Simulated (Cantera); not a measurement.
Charge: 1 mol SiH4, 1.9 mol HCl, 9.3 mol H2, at 2202 °C and 0.300 bar.

Cantera equilibrium calculation (NASA polynomials, part measured and part estimated; ideal gas, pure solids and liquids). Candidate condensed phases: Si; 19 gas species. The tables' values for SiCl, SiCl3 are old estimates; treat these amounts as uncertain. Gases not in the tables: Si2H6 and higher silanes. The numbers say what is thermodynamically allowed, not how fast it happens.

Base state: H2 0.825, HCl 0.0973, H 0.0373, SiCl2 0.0173, Si 0.0131, SiCl 0.00357, Cl 0.00312, SiH 0.00179 (mole fractions); condensed: Si(l).

**Question.** What changes in the equilibrium state with this change: HCl from 1.9 to 0.025 mol?

**Answer.** 
```json
[
 {"species": "H2", "before": "0.825", "after": "0.942"},
 {"species": "H", "before": "0.0373", "after": "0.0399"},
 {"species": "Si", "before": "0.0131", "after": "0.0131"},
 {"species": "HCl", "before": "0.0973", "after": "0.00199"},
 {"species": "SiCl2", "before": "0.0173", "after": "6.33e-6"},
 {"species": "SiCl3", "before": "6.12e-5", "after": "<1e-9"},
 {"species": "SiCl", "before": "0.00357", "after": "6.85e-5"},
 {"species": "Si(l), mol", "before": "0.488", "after": "0.803"}
]
```
The tables' values for SiCl are old estimates; treat these amounts as uncertain.
